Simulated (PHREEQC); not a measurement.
NH3 is added in steps, without added water, to 1 kg of water holding 0.11 mol/kgw HF, 8.3e-05 mol/kgw (CH3)4NF and 0.00025 mol/kgw (NH4)2SiF6, at 20 °C. O2 is buffered at 0.21 atm. CO2 from the air is kept out. The run lets Chalcedony precipitate or redissolve, and no other solid.

Base run: PHREEQC, ion-association model, wateq4f.dat. Each further column changes one thing. The table gives H4SiO4 (mol/kgw).

```csv
NH3 added (mol),base,metal-ligand complexes left out,Davies equation for every ion,database phreeqc.dat,all activity coefficients set to 1
0,2.61e-13,2.61e-13,2.55e-13,5.27e-14,3.71e-13
0.026,4.63e-14,4.63e-14,4.49e-14,1.61e-14,6.45e-14
0.052,4.36e-14,4.36e-14,4.17e-14,2.07e-14,6.47e-14
0.091,8.95e-13,8.95e-13,8.45e-13,6.86e-13,1.46e-12
0.117,0.000237,0.000237,0.000237,0.000242,0.000243
0.143,0.000217,0.000217,0.000217,0.000214,0.000224
0.169,0.000196,0.000196,0.000196,0.000192,0.000207
0.208,0.000171,0.000171,0.000172,0.000166,0.000186
0.234,0.000157,0.000157,0.000158,0.000153,0.000174
0.26,0.000146,0.000146,0.000147,0.000141,0.000163
```

(CH3)4N+ isn't in the database: it is added as a free cation with an ion size of 4 Å. wateq4f.dat counts part of the HF as a dimer, H2F2, which phreeqc.dat doesn't know; its constant is uncertain. SiF6-2 is the database's only silicon fluoride. phreeqc.dat and wateq4f.dat share most of their constants, so their agreement is no independent check. Solids allowed in the column 'database phreeqc.dat': SiO2(a).
